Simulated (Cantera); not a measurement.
**Catalytic combustion on Pt**

An isothermal plug-flow reactor at 1248 K and 1.00 bar (inlet), inlet velocity 4.9 m/s, active area per volume 2300 1/m; feed CH₄ : O₂ : N₂ = 0.0026 : 0.16 : 0.79 (molar parts), equivalence ratio 0.033.

Cantera simulation using Deutschmann's 1995 Pt surface mechanism with GRI-Mech 3.0 gas chemistry; the numbers are that mechanism's predictions, not measurements. Catalytic surfaces can have several steady states; this one follows from the mechanism file's or the stated starting coverage. Mass transfer to the wall is taken as infinitely fast.

```
z (m)       x CH₄   x O₂     x H₂O     x CO₂     x CO  θ free Pt   θ O*
-------  --------  -----  --------  --------  -------  ---------  -----
0.00037   0.00251  0.168  0.000432  0.000212  3.72e-6      0.435  0.565
0.00062   0.00237  0.167  0.000705  0.000348  3.52e-6      0.435  0.565
0.001     0.00218  0.167   0.00109  0.000541  3.23e-6      0.435  0.565
0.0017    0.00186  0.166   0.00172  0.000857  2.77e-6      0.435  0.565
0.0029    0.00142  0.165   0.00260   0.00129  2.12e-6      0.435  0.564
0.0048   0.000917  0.164   0.00359   0.00178  1.39e-6      0.435  0.564
0.008    0.000440  0.163   0.00453   0.00225  6.94e-7      0.436  0.564
0.013    0.000139  0.163   0.00514   0.00255  2.50e-7      0.436  0.563
0.022     1.74e-5  0.163   0.00539   0.00268  5.77e-8      0.436  0.563
0.037     5.46e-7  0.163   0.00543   0.00271  1.60e-8      0.436  0.563
```
x: gas mole fraction; θ: surface coverage.
